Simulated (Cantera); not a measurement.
A closed system holds: 1 mol Al, 0.96 mol N2O, 6.2 mol N2, at 723.15 K and 593 Torr.

These are equilibrium values from Cantera (NASA tables, ideal gas, pure condensed phases), not measurements of a reactor. Candidate condensed phases: Al, AlN, Al2O3; 16 gas species. Equilibrium is a limit: real reactors are often held back by kinetics, nucleation or transport.

**Question.** What is the equilibrium state?

**Answer.** 
| Item | Result |
|---|---|
| x(N2) | 1.00 |
| n(AlN(s)) | 0.360 mol |
| n(Al2O3(s)) | 0.320 mol |
| gas amount | 6.980 mol |
| log10 activity of Al(s) (absent) | -17.43 |
